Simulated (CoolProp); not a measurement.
Isopentane along the isobar 7.41 bar: density (kg/m³) from the reference equation and from simpler models built on Tc = 460.3 K, pc = 33.78 bar, ω = 0.227; each cubic takes its own stable root.

Computed with CoolProp (reference Helmholtz-energy equation of state, Lemmon 2006). It is a short technical equation, of lower accuracy than the large ones.

```tsv
T (K)	phase	reference
407.5	gas	18.04
414.6	gas	17.57
421.7	gas	17.13
428.8	gas	16.72
435.9	gas	16.34
443.1	gas	15.97
450.2	gas	15.63
457.3	gas	15.31
464.4	gas	15.00
471.5	gas	14.71
478.6	gas	14.43
485.8	gas	14.17
492.9	gas	13.91
500	gas	13.67
```

### Question
How far does each simpler model (Redlich-Kwong, Soave-Redlich-Kwong) lie from the reference over these 14 states: mean and median of the absolute difference, and the worst?

### Answer
- Redlich-Kwong: mean 0.3 %, median 0.2 %, worst -1.1 % at 407.5 K and 7.41 bar
- Soave-Redlich-Kwong: mean 0.2 %, median 0.1 %, worst -0.4 % at 407.5 K and 7.41 bar
